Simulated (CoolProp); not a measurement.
Saturated liquid density (kg/m³) of sulfur hexafluoride: the reference equation beside estimates from Tc = 318.7 K, pc = 3.755 MPa, ω = 0.210.

Model: reference Helmholtz-energy equation of state, Guder 2009, in CoolProp.

| T (K) | reference | van der Waals | Soave-Redlich-Kwong | Peng-Robinson |
|---|---|---|---|---|
| 242.5 | 1747 | 1115 | 1653 | 1874 |
| 249 | 1711 | 1090 | 1609 | 1826 |
| 255.4 | 1674 | 1065 | 1564 | 1775 |
| 261.8 | 1634 | 1038 | 1516 | 1720 |
| 268.2 | 1592 | 1010 | 1464 | 1661 |
| 274.7 | 1547 | 979.2 | 1407 | 1596 |
| 281.1 | 1498 | 946.5 | 1346 | 1526 |
| 287.5 | 1445 | 910.8 | 1280 | 1449 |

Absolute difference from the reference over all 8 rows, mean and median: van der Waals 36.5 and 36.5 %, Soave-Redlich-Kwong 8.0 and 7.6 %, Peng-Robinson 4.4 and 4.8 %.
